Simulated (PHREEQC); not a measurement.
1 kg of water holding 77 mmol/kgw NaHCO3 meets 20 L of dry gas (H2 0.34, N2 0.66 by moles) at fixed total pressure, at 50 °C; fugacities by Peng-Robinson. The gases take part in no redox reaction, some water evaporates into the gas, and hydrates or a liquid gas phase aren't modelled. Nothing may precipitate in this run.

The numbers come from PHREEQC with the ion-association model, phreeqc.dat.

| P (atm) | dissolved H2 (mol/kgw) | φ of H2 | p of H2 (atm) |
|---|---|---|---|
| 2 | 0.000458 | 1.001 | 0.638 |
| 5 | 0.00119 | 1.002 | 1.66 |
| 10 | 0.00240 | 1.004 | 3.36 |
| 20 | 0.00479 | 1.007 | 6.75 |
| 30 | 0.00714 | 1.011 | 10.2 |
| 40 | 0.00947 | 1.015 | 13.6 |
| 50 | 0.0118 | 1.019 | 16.9 |
| 75 | 0.0174 | 1.029 | 25.4 |
| 100 | 0.0228 | 1.039 | 33.9 |
| 150 | 0.0330 | 1.061 | 50.9 |
| 200 | 0.0426 | 1.083 | 67.9 |
| 300 | 0.0601 | 1.131 | 102 |
| 400 | 0.0753 | 1.184 | 136 |

Species that the database lacks are ignored. At this temperature some constants are extrapolated from 25 °C, and those without enthalpy data are left unchanged.
